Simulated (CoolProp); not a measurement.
Properties of carbon monoxide along the isotherm 144.4 K.

Model: reference Helmholtz-energy equation of state, Lemmon 2006, in CoolProp. It is a short technical equation, of lower accuracy than the large ones.

```
p (MPa)          phase  cp (kJ/(kg K))  cv (kJ/(kg K))  Joule-Thomson coefficient (K/MPa)  isothermal compressibility (1/MPa)
-------  -------------  --------------  --------------  ---------------------------------  ----------------------------------
2.69               gas           1.665          0.8302                              9.050                              0.5055
5.38     supercritical           6.559           1.043                              4.614                              0.4265
8.07     supercritical           3.244          0.9349                              1.337                             0.05851
10.8     supercritical           2.588          0.9210                                [?]                             0.02822
13.5     supercritical           2.326          0.9214                             0.3450                             0.01867
16.1     supercritical           2.182          0.9249                             0.1673                             0.01410
18.8     supercritical           2.084             [?]                            0.04220                             0.01125
21.5     supercritical           2.015          0.9342                           -0.04827                            0.009361
24.2     supercritical           1.962             [?]                            -0.1170                            0.008019
26.9     supercritical           1.921          0.9437                            -0.1711                            0.007015
29.6     supercritical           1.888          0.9483                            -0.2149                            0.006236
32.3     supercritical           1.860          0.9528                            -0.2509                            0.005613
35       supercritical           1.837          0.9571                            -0.2812                                 [?]
```

**Question.** What belongs in the gaps?

**Answer.** 
- 10.8, Joule-Thomson coefficient (K/MPa): 0.6530
- 18.8, cv (kJ/(kg K)): 0.9294
- 24.2, cv (kJ/(kg K)): 0.9390
- 35, isothermal compressibility (1/MPa): 0.005105

The peak of cp marks the crossing from liquid-like to gas-like fluid above the critical point.
